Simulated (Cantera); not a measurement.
A perfectly stirred reactor is fed with CH₃OH : O₂ : N₂ = 0.73 : 1 : 5.2 (molar parts), equivalence ratio 1.1, at 10.0 bar; it is adiabatic with a 500 K inlet, and is followed from long to short residence time, starting on the burning branch (τ in s: 0.17, 0.067, 0.026, 0.01, 0.0041, 0.0016, 0.00063, 0.00025, 9.7e-05, 3.8e-05).

Computed with Cantera and GRI-Mech 3.0 (53 species, 325 reactions). GRI-Mech 3.0 was tuned for natural gas; its chemistry of methanol as a main component is partial and can be far from experiment.

x: mole fraction; the columns are a selection and need not sum to one.

```
τ (s)    T (K)     x CH₃OH        x O₂       x N₂O       x HO₂      x C₂H₄
-------  -----  ----------  ----------  ----------  ----------  ----------
0.17      2085     5.06e-7     7.35e-5     2.37e-8     3.47e-8    1.05e-10
0.067     2083  (withheld)  (withheld)  (withheld)  (withheld)    1.78e-10
0.026     2080     1.88e-6    0.000261     5.43e-8     2.03e-7    2.30e-10
0.010     2074     3.49e-6    0.000503     8.40e-8     5.19e-7    2.69e-10
0.0041    2065     6.18e-6    0.000906     1.21e-7     1.18e-6    3.30e-10
0.0016    2050     1.14e-5     0.00162     1.69e-7     2.63e-6    5.02e-10
0.00063   2028     2.10e-5     0.00277     2.20e-7     5.46e-6     1.06e-9
0.00025   1996     3.95e-5     0.00450     2.69e-7     1.08e-5     3.26e-9
9.7e-5    1950     7.99e-5     0.00722     3.10e-7     2.17e-5     1.44e-8
3.8e-5    1880  (withheld)  (withheld)  (withheld)  (withheld)  (withheld)
```

Task: What belongs in the gaps?

Result: 
- 0.067, x CH₃OH: 9.99e-7
- 0.067, x O₂: 0.000136
- 0.067, x N₂O: 3.49e-8
- 0.067, x HO₂: 7.97e-8
- 3.8e-5, x CH₃OH: 0.000187
- 3.8e-5, x O₂: 0.0119
- 3.8e-5, x N₂O: 3.35e-7
- 3.8e-5, x HO₂: 4.82e-5
- 3.8e-5, x C₂H₄: 8.57e-8
